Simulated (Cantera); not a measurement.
**Hydrocarbon pyrolysis for carbon deposition**

An isothermal, constant-pressure homogeneous reactor starts with CH₄ : N₂ = 1 : 29 (molar parts), at 1500 K and 6.30 Torr.

Model: GRI-Mech 3.0 (53 species, 325 reactions), integrated in Cantera. GRI-Mech 3.0 stops at C3 and has no aromatics, soot or wall deposition, so with more carbon than oxygen in the feed, carbon stays in small species such as C2H2 where larger ones or solid carbon would form. Radical loss at walls, strong at low pressure, is not modelled.

| t (s) | x CH₄ | x C₂H₂ | x HCN | x H₂ | x C₂H₆ |
|---|---|---|---|---|---|
| 0.000200 | 0.0333 | <1e-12 | <1e-12 | 7.43e-9 | <1e-12 |
| 0.000493 | 0.0333 | <1e-12 | <1e-12 | 3.06e-8 | <1e-12 |
| 0.00121 | 0.0333 | <1e-12 | <1e-12 | 9.79e-8 | <1e-12 |
| 0.00299 | 0.0333 | <1e-12 | <1e-12 | 2.67e-7 | 2.41e-12 |
| 0.00737 | 0.0333 | <1e-12 | <1e-12 | 6.82e-7 | 3.65e-11 |
| 0.0182 | 0.0333 | 5.19e-12 | <1e-12 | 1.71e-6 | 5.08e-10 |
| 0.0447 | 0.0333 | 1.97e-10 | <1e-12 | 4.29e-6 | 6.18e-9 |
| 0.110 | 0.0333 | 7.46e-9 | <1e-12 | 1.13e-5 | 6.10e-8 |
| 0.271 | 0.0333 | 2.83e-7 | <1e-12 | 3.87e-5 | 4.67e-7 |
| 0.669 | 0.0330 | 1.08e-5 | 1.50e-11 | 0.000253 | 2.87e-6 |
| 1.65 | 0.0310 | 0.000358 | 8.63e-10 | 0.00251 | 1.07e-5 |
| 4.06 | 0.0236 | 0.00383 | 1.87e-8 | 0.0132 | 8.40e-6 |
| 10.0 | 0.0147 | 0.00874 | 9.15e-8 | 0.0267 | 3.09e-6 |
x: mole fraction; the columns are a selection and need not sum to one.

Equilibrium at this temperature and pressure: CH₄ 4.17e-6, C₂H₂ 0.00304, HCN 0.0262, H₂ 0.0484, C₂H₆ 1.22e-12 (gas phase only).
